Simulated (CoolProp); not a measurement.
A Linde-Hampson liquefier for carbon monoxide: isothermal reversible compression at 300 K from 1 atm to 5 MPa, throttling to 1 atm, return gas leaving the recuperator 0 K below the feed. Each further row changes one setting.

Model: reference Helmholtz-energy equation of state, Lemmon 2006, in CoolProp. It is a short technical equation, of lower accuracy than the large ones.

```tsv
case	liquid yield per pass	compression work (kJ/kg of gas)
as stated	0.027	346
high pressure 10 MPa	0.051	407
warm-end temperature 330 K	0.020	382
warm-end gap 5 K	0.016	346
```
